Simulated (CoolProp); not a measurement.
Properties of tetrahydrofuran along the isobar 60.6 bar (Tc = 267.0 °C, pc = 53.04 bar, ω = 0.234).

Values from CoolProp's reference Helmholtz-energy equation of state, Fiedler 2023.

| T (°C) | phase | cv (kJ/(kg K)) | expansivity (1/kK) |
|---|---|---|---|
| 48.75 | liquid | 1.278 | 1.266 |
| 72.45 | liquid | 1.360 | 1.344 |
| 96.05 | liquid | 1.444 | 1.443 |
| 119.75 | liquid | 1.529 | 1.571 |
| 143.35 | liquid | 1.613 | 1.740 |
| 167.05 | liquid | 1.696 | 1.978 |
| 190.65 | liquid | 1.777 | 2.338 |
| 214.35 | liquid | 1.857 | 2.961 |
| 237.95 | liquid | 1.937 | 4.316 |
| 261.65 | liquid | 2.023 | 10.03 |
